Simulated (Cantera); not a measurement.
An adiabatic, constant-volume homogeneous reactor starts with CH3OH : O2 : N2 = 1 : 1.15 : 4.34 (molar parts), equivalence ratio 1.3, at 1400 K and 1300000 Pa. Integrator tolerance rtol = 1e-08.

Cantera simulation using GRI-Mech 3.0 (53 species, 325 reactions); the numbers are that mechanism's predictions, not measurements. GRI-Mech 3.0 was tuned for natural gas; its chemistry of methanol as a main component is partial and can be far from experiment. The pressure lies above the range GRI-Mech 3.0 was tuned for (to about 10 atm). Above 3000 K some thermodynamic fits are extrapolated.

**Question.** What does this change do: N2 4.34 to 11 parts?

**Answer.** 
| quantity | before | after |
|---|---|---|
| time of steepest temperature rise | 64.7 µs | 86.9 µs |
| temperature at 0.500 s | 3093 K | 2542 K |
| equilibrium temperature | 3093 K | 2542 K |
| x(CH3OH) at 0.500 s | <1e-12 (gas-phase equilibrium <1e-12) | <1e-12 (gas-phase equilibrium <1e-12) |
| x(O2) at 0.500 s | 0.00385 (gas-phase equilibrium 0.00385) | 0.000108 (gas-phase equilibrium 0.000108) |
| x(NO) at 0.500 s | 0.00619 (gas-phase equilibrium 0.00619) | 0.000562 (gas-phase equilibrium 0.000562) |
| x(H2) at 0.500 s | 0.0374 (gas-phase equilibrium 0.0374) | 0.0174 (gas-phase equilibrium 0.0174) |
| x(HCO) at 0.500 s | 1.23e-6 (gas-phase equilibrium 1.23e-6) | 9.02e-8 (gas-phase equilibrium 9.02e-8) |

**Question.** What does this change do: pressure from 1300000 Pa to 101000 Pa?

**Answer.** 
```
quantity                                                            before                                    after
---------------------------------  ---------------------------------------  ---------------------------------------
time of steepest temperature rise                                  64.7 µs                                 0.535 ms
temperature at 0.500 s                                              3093 K                                   2883 K
equilibrium temperature                                             3093 K                                   2883 K
x(CH3OH) at 0.500 s                  <1e-12 (gas-phase equilibrium <1e-12)    <1e-12 (gas-phase equilibrium <1e-12)
x(O2) at 0.500 s                   0.00385 (gas-phase equilibrium 0.00385)  0.00810 (gas-phase equilibrium 0.00810)
x(NO) at 0.500 s                   0.00619 (gas-phase equilibrium 0.00619)  0.00689 (gas-phase equilibrium 0.00689)
x(H2) at 0.500 s                     0.0374 (gas-phase equilibrium 0.0374)    0.0432 (gas-phase equilibrium 0.0432)
x(HCO) at 0.500 s                  1.23e-6 (gas-phase equilibrium 1.23e-6)  2.45e-7 (gas-phase equilibrium 2.45e-7)
```
